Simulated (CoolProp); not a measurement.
Values from CoolProp's reference Helmholtz-energy equation of state, Gao 2016.

Task: Give the vapour pressure (MPa), liquid density (kg/m³), surface tension (mN/m) of saturated sulfur dioxide at 239, 246.8, 285.9 K.

Result: 
```tsv
T (K)	p (MPa)	liquid density (kg/m³)	surface tension (mN/m)
239	0.0303	1520	33.3
246.8	0.0461	1500	31.7
285.9	0.255	1400	24.0
```

Surface tension comes from a separate correlation (Mulero 2012).
